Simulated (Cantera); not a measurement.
Input: 1 mol FeCl2, 1.1 mol HCl, 0.78 mol N2, at 0.0133 bar.

Method: chemical equilibrium by Gibbs-energy minimisation in Cantera with the NASA 1993 tables (ideal gas, pure condensed phases). Candidate condensed phases: Fe, FeCl2, FeCl3, NH4Cl; 18 gas species. Equilibrium is a limit: real reactors are often held back by kinetics, nucleation or transport.

Problem. At 1448 K, list the 4 most abundant gas species with their mole fractions, and the condensed phases.

Solution. HCl 0.380, FeCl2 0.347, N2 0.271, Cl 0.000927. Condensed: gas only.
